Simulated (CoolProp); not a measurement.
Vapour-liquid equilibrium of toluene (1) + m-xylene (2) at 423.4 K; x and y are mole fractions of (1).

Values from CoolProp's multi-fluid Helmholtz-energy mixture model, Lemmon 2006 and Zhou 2012; pair parameters Bell 2016.

| x | bubble pressure, mixture model (bar) | bubble pressure, Raoult's law (bar) | y, mixture model | y, Raoult's law |
|---|---|---|---|---|
| 0.05 | 1.430 | 1.426 | 0.097 | 0.097 |
| 0.15 | 1.582 | 1.568 | 0.266 | 0.265 |
| 0.25 | 1.737 | 1.709 | 0.406 | 0.405 |
| 0.35 | 1.890 | 1.850 | 0.523 | 0.524 |
| 0.45 | 2.040 | 1.992 | 0.622 | 0.626 |
| 0.55 | 2.184 | 2.133 | 0.707 | 0.714 |
| 0.65 | 2.322 | 2.274 | 0.781 | 0.791 |
| 0.75 | 2.455 | 2.416 | 0.848 | 0.860 |
| 0.85 | 2.583 | 2.557 | 0.910 | 0.920 |
| 0.95 | 2.708 | 2.699 | 0.970 | 0.975 |

The largest gap from Raoult's law is +2.4 % in bubble pressure, at x = 0.45. No azeotrope shows between x = 0.05 and 0.95.

Pair parameters are fitted to limited data, so mixtures are less certain than the pure fluids.
